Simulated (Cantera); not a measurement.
A Cantera script and its output.

```python
import numpy as np
import cantera as ct

gas = ct.Solution("gri30.yaml")
gas.TPX = 1175, 270000, {'CH3OH': 0.0023, 'O2': 0.0041, 'N2': 1}
reactor = ct.IdealGasConstPressureReactor(gas, energy="off", clone=False)
net = ct.ReactorNet([reactor])
net.rtol, net.atol = 1e-08, 1e-18
show = ['CH3OH', 'O2', 'CO', 'OH', 'N2O', 'H2O2']
times = np.geomspace(5e-06, 200, 10)

steps = ct.SolutionArray(gas, extra=["t"])
rows = []
print(f"{'t/s':>10s}{'T/K':>9s}{'P/Pa':>11s}" + "".join(f"{s:>11s}" for s in show))
for t in times:
    while net.time < t:
        t_next = net.step()
        steps.append(gas.state, t=t_next)
    rows.append([np.interp(t, steps.t, y) for y in (steps.T, steps.P, *steps(*show).X.T)])
    print(f"{t:10.3e}{rows[-1][0]:9.1f}{rows[-1][1]:11.4g}" + "".join(f"{x:11.3e}" for x in rows[-1][2:]))
rate = np.gradient(steps.T, steps.t)
print("integrator steps:", len(steps.t))
if steps.T.max() > steps.T[0] + 200:
    print(f"time of steepest temperature rise: {steps.t[rate.argmax()]:.4e} s")
gas.TPX = 1175, 270000, {'CH3OH': 0.0023, 'O2': 0.0041, 'N2': 1}
gas.equilibrate("TP")
print(f"equilibrium (TP): T = {gas.T:.1f} K  " + "  ".join(f"{s} {gas[s].X[0]:.3e}" for s in show))
```

It prints:

```
       t/s      T/K       P/Pa      CH3OH         O2         CO         OH        N2O       H2O2
 5.000e-06   1175.0    2.7e+05  2.285e-03  4.074e-03  6.634e-11  1.223e-10  1.159e-16  1.639e-18
 3.497e-05   1175.0    2.7e+05  2.285e-03  4.074e-03  5.843e-10  1.652e-10  3.831e-15  1.088e-14
 2.445e-04   1175.0    2.7e+05  2.285e-03  4.074e-03  4.213e-09  1.691e-10  1.037e-13  4.761e-12
 1.710e-03   1175.0    2.7e+05  2.285e-03  4.074e-03  2.999e-08  2.221e-10  4.904e-12  7.288e-10
 1.196e-02   1175.0    2.7e+05  2.269e-03  4.068e-03  4.619e-07  3.062e-09  2.932e-10  8.090e-08
 8.363e-02   1175.0    2.7e+05  4.326e-20  7.113e-04  1.275e-04  3.795e-06  4.391e-07  8.069e-09
 5.848e-01   1175.0    2.7e+05 -2.845e-21  6.453e-04  1.244e-06  6.495e-07  4.303e-07  2.197e-10
 4.090e+00   1175.0    2.7e+05 -4.469e-20  6.450e-04  3.550e-09  2.118e-07  1.003e-07  2.341e-11
 2.860e+01   1175.0    2.7e+05 -1.650e-24  6.450e-04  5.446e-10  8.474e-08  1.401e-09  3.760e-12
 2.000e+02   1175.0    2.7e+05  8.339e-30  6.450e-04  5.266e-10  8.329e-08  1.321e-09  3.632e-12
integrator steps: 2658
equilibrium (TP): T = 1175.0 K  CH3OH 1.125e-35  O2 6.401e-04  CO 5.287e-10  OH 8.313e-08  N2O 1.316e-09  H2O2 3.618e-12
```

Model: GRI-Mech 3.0 (53 species, 325 reactions), integrated in Cantera. GRI-Mech 3.0 was tuned for natural gas; its chemistry of methanol as a main component is partial and can be far from experiment.
